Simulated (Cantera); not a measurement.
Thermodynamics of iron carbonyl, mercury and lead vapours, feed Fe(CO)5 + O2 + H2

Charge: 1 mol Fe(CO)5, a varied amount of O2, 1.9 mol H2, at 1575 K and 4.60 mbar.

Equilibrium computed with Cantera from the NASA thermochemical tables; the gas is ideal and each condensed phase is pure. Candidate condensed phases: C, C6H6, C7H8, C8H18, Fe, Fe(CO)5, FeO, Fe(OH)2, Fe(OH)3, Fe2O3, Fe3O4, H2O; 114 gas species. Mutual solubility and eutectic melting of coexisting phases are not modelled. The tables' stoichiometric FeO is somewhat more stable than real wüstite, so its field is too wide. FeO: taken at fixed stoichiometry. Rates play no part.

From 0.013 mol O2 to 0.53 mol O2 the condensed part is Fe(γ). At 0.81 mol O2 the condensed part is Fe(γ) + FeO(s). At 1.2 mol O2 the condensed part is FeO(s). The main Fe-bearing gas is Fe throughout.

| n(O2) (mol) | log p CO | log p H2 | log p CO2 | log p H2O | log p H | log p Fe | n Fe(γ) | n FeO(s) |
|---|---|---|---|---|---|---|---|---|
| 0.013 | -2.48 | -2.90 | -5.08 | -5.04 | -5.83 | -6.17 | 0.999 | 0 |
| 0.02 | -2.48 | -2.90 | -4.90 | -4.86 | -5.83 | -6.17 | 0.999 | 0 |
| 0.03 | -2.48 | -2.90 | -4.72 | -4.68 | -5.83 | -6.17 | 0.999 | 0 |
| 0.045 | -2.48 | -2.91 | -4.54 | -4.51 | -5.84 | -6.17 | 0.999 | 0 |
| 0.068 | -2.48 | -2.91 | -4.36 | -4.33 | -5.84 | -6.17 | 0.999 | 0 |
| 0.1 | -2.49 | -2.92 | -4.19 | -4.16 | -5.84 | -6.17 | 0.999 | 0 |
| 0.15 | -2.49 | -2.93 | -4.01 | -3.99 | -5.85 | -6.17 | 0.999 | 0 |
| 0.23 | -2.50 | -2.95 | -3.82 | -3.81 | -5.86 | -6.17 | 0.999 | 0 |
| 0.35 | -2.51 | -2.98 | -3.63 | -3.64 | -5.87 | -6.17 | 0.999 | 0 |
| 0.53 | -2.53 | -3.03 | -3.43 | -3.47 | -5.90 | -6.17 | 0.999 | 0 |
| 0.81 | -2.54 | -3.06 | -3.35 | -3.41 | -5.91 | -6.17 | 0.636 | 0.363 |
| 1.2 | -2.55 | -3.08 | -3.30 | -3.37 | -5.92 | -6.23 | 0 | 0.999 |
log p: log10 of the partial pressure in bar; n: condensed amount in mol.
